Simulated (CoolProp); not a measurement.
The fluid at 298.15 K and 0.661 MPa flows at 0.43 m/s in a round tube of 10 mm bore and 15 µm roughness, fully developed (64/Re and Nu = 3.66 if laminar; Colebrook and Gnielinski if turbulent). The same conditions are run with several fluids, on thermodynamics alone (safety and materials aside).

Model: reference Helmholtz-energy equation of state of each fluid (R404A: Lemmon 2003; dry air: Lemmon 2000; C2F6 (R116): Lemmon 2006; normal hydrogen: Leachman 2009; CH2F2 (R32): Tillner-Roth 1997), in CoolProp. Blends and air are pseudo-pure fits.

**Question.** Rank R404A, dry air, C2F6 (R116), normal hydrogen, CH2F2 (R32) by Reynolds number, highest first.

**Answer.** C2F6 (R116) (12000), R404A (10200), CH2F2 (R32) (4860), dry air (1800), normal hydrogen (259)

```csv
fluid,Darcy friction factor,pressure drop (Pa/m),heat-transfer coefficient (W/(m² K)),mass flow (kg/h)
R404A,0.0329,8.99,50.4,3.59
dry air,0.0356,2.55,9.67,0.941
C2F6 (R116),0.0318,11.7,57.9,4.82
normal hydrogen,0.247,1.23,68.3,0.0651
CH2F2 (R32),0.0393,5.51,26.5,1.84
```

Transport values come from each fluid's own correlations; those of C2F6 (R116), CH2F2 (R32) are estimates that may be off by 10 % or more.
